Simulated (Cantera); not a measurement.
Charge: 1 mol CS2, 0.16 mol SO2, held at 100 Torr.

Equilibrium computed with Cantera from the NASA thermochemical tables; the gas is ideal and each condensed phase is pure. Candidate condensed phases: C, S; 22 gas species. The numbers say what is thermodynamically allowed, not how fast it happens. All values below are at 2148 K.

Base state: CS2 0.348, S2 0.316, CO 0.214, CS 0.108, S 0.0121, COS 0.000664 (mole fractions); condensed: gas only.

What changes in the equilibrium state with this change: 0.0017 mol H2S added?


```csv
species,before,after
CS2,0.348,0.348
S2,0.316,0.316
CO,0.214,0.214
SH,0,0.00112
CS,0.108,0.108
S,0.0121,0.0121
H2,0,0.000425
H,0,0.000235
```
Further candidate phases: C6H6, C7H8, C8H18, H2O, H2SO4.
